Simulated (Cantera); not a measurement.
Equilibrium for chlorosilane synthesis and conversion: Si + HCl + H2

Input: 1 mol Si, 1.9 mol HCl, 12 mol H2, at 2.90 bar.

These are equilibrium values from Cantera (NASA tables, ideal gas, pure condensed phases), not measurements of a reactor. Candidate condensed phases: Si; 19 gas species. The tables' values for SiCl3 are old estimates; treat these amounts as uncertain. Rates play no part.

| T (°C) | log p H2 | log p HCl | log p SiHCl3 | log p SiCl4 | n Si(s) |
|---|---|---|---|---|---|
| 402 | 0.44 | -3.56 | -1.18 | -1.30 | 0.436 |
| 452 | 0.44 | -3.18 | -1.18 | -1.29 | 0.436 |
| 502 | 0.44 | -2.84 | -1.19 | -1.29 | 0.438 |
| 552 | 0.44 | -2.55 | -1.20 | -1.29 | 0.440 |
| 602 | 0.44 | -2.29 | -1.21 | -1.29 | 0.443 |
| 652 | 0.44 | -2.07 | -1.22 | -1.29 | 0.448 |
| 702 | 0.44 | -1.86 | -1.23 | -1.29 | 0.455 |
| 752 | 0.44 | -1.68 | -1.24 | -1.30 | 0.464 |
| 802 | 0.44 | -1.52 | -1.26 | -1.31 | 0.475 |
| 852 | 0.44 | -1.37 | -1.28 | -1.33 | 0.490 |
| 902 | 0.44 | -1.24 | -1.31 | -1.36 | 0.506 |
| 952 | 0.44 | -1.13 | -1.34 | -1.40 | 0.525 |
log p: log10 of the partial pressure in bar; n: condensed amount in mol.

From 402 °C to 952 °C the condensed part is Si(s). The main Si-bearing gas is SiHCl3 throughout.
